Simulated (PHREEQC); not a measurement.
Brine: speciation

Solution (30 °C): 0.33 mol/kgw MgSO4, 0.41 mol/kgw Na2SO4 and 0.0011 mol/kgw H4SiO4. Closed to the air; pH follows from the charge balance.

Model: Pitzer model, pitzer.dat, run in PHREEQC.

```
Item                       Result
-------------------  ------------
pH                           6.46
ionic strength       2.55 mol/kgw
activity of water           0.979
density               1.082 g/cm³
osmotic coefficient         0.627
```

```
species  molality  activity   log γ
-------  --------  --------  ------
Na+         0.820     0.450  -0.261
SO4-2       0.740    0.0313  -1.374
Mg+2        0.330    0.0311  -1.026
H4SiO4    0.00110   0.00124   0.053
H3SiO4-   2.11e-6   6.28e-7  -0.526
HSO4-     2.04e-6   1.18e-6  -0.238
```

No solid was allowed to form. In brines, pH and single-ion activities rest on the MacInnes convention.
